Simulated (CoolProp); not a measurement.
Hexamethyldisiloxane (MM) at several states: density (kg/m³) from the reference equation and from simpler models built on Tc = 245.6 °C, pc = 1931 kPa, ω = 0.418; each cubic takes its own stable root.

Computed with CoolProp (reference Helmholtz-energy equation of state, Thol 2016).

```
T (°C)  p (kPa)          phase  reference  ideal gas  van der Waals  Peng-Robinson
------  -------  -------------  ---------  ---------  -------------  -------------
166.45      195            gas      9.296      8.663          9.084          9.300
250.25     6720  supercritical      508.8      250.7          376.1          522.4
158.95     65.5            gas      3.031      2.960          3.008          3.032
```
